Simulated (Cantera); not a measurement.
Charge: 1 mol CH₄, 0.11 mol O₂, at 2448 K and 0.100 bar.

These are equilibrium values from Cantera (NASA tables, ideal gas, pure condensed phases), not measurements of a reactor. Equilibrium is a limit: real reactors are often held back by kinetics, nucleation or transport.

| species | before | after |
|---|---|---|
| H₂ | 0.839 | 0.916 |
| H | 0.0577 | 0.0602 |
| CO | 0.0962 | 0.0162 |
| CH₄ | 1.15e-5 | 1.37e-5 |
| CH₃ | 1.44e-5 | 1.64e-5 |
| C₄H₂ | 2.59e-5 | 2.82e-5 |
| C₂H₂ (acetylene) | 0.00725 | 0.00792 |
| C₂H | 3.20e-5 | 3.34e-5 |
| C(graphite), mol | 0.746 | 0.932 |
Gas species are given as mole fractions.

Question: Which change was made?
(A) pressure from 0.100 bar to 14.0 mbar
(B) O₂ from 0.11 to 0.017 mol
(C) O₂ from 0.11 to 0.59 mol
(D) O₂ from 0.11 to 0.059 mol

Answer: B, O₂ from 0.11 to 0.017 mol
